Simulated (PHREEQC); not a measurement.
A made-up water analysis in mg/L, 20 °C, pH 6.94, pe 10.6: Na 1.18; K 0.397; Ca 0.658; Mg 0.165; Cl 3.02; S(6) as SO4 0.312; Alkalinity as HCO3 0.82; Si as SiO2 0.00738; Li 0.00111.

Cl is adjusted to close the charge balance.
Valence states are taken as typed.

Computed with PHREEQC (ion-association model, phreeqc.dat).

Each row changes one thing in this solution. No solid was allowed to form.

```
case                                               CO2 (mol/kgw)  CaSO4 (mol/kgw)  CO3-2 (mol/kgw)  MgSO4 (mol/kgw)  CaHCO3+ (mol/kgw)  MgHCO3+ (mol/kgw)  SI of Quartz (SiO2)
-------------------------------------------------  -------------  ---------------  ---------------  ---------------  -----------------  -----------------  -------------------
as made                                                  3.68e-6          8.17e-9          5.14e-9          4.06e-9            2.46e-9           9.95e-10                -2.86
temperature from 20 to 55 °C at the same typed pH        2.82e-6          1.03e-8          8.15e-9          9.23e-9            3.30e-9            1.20e-9                -3.33
pH from 6.94 to 5.94 at the same alkalinity              3.98e-5          8.17e-9         5.57e-10          4.06e-9            2.66e-9            1.08e-9                -2.86
pH from 6.94 to 7.44 at the same alkalinity              1.14e-6          8.17e-9          1.60e-8          4.06e-9            2.42e-9           9.78e-10                -2.86
S(6) from 0.312 to 0.156 mg/L                            3.68e-6          4.09e-9          5.14e-9          2.03e-9            2.46e-9           9.95e-10                -2.86
```

Constants without temperature data keep their 25 °C values here.
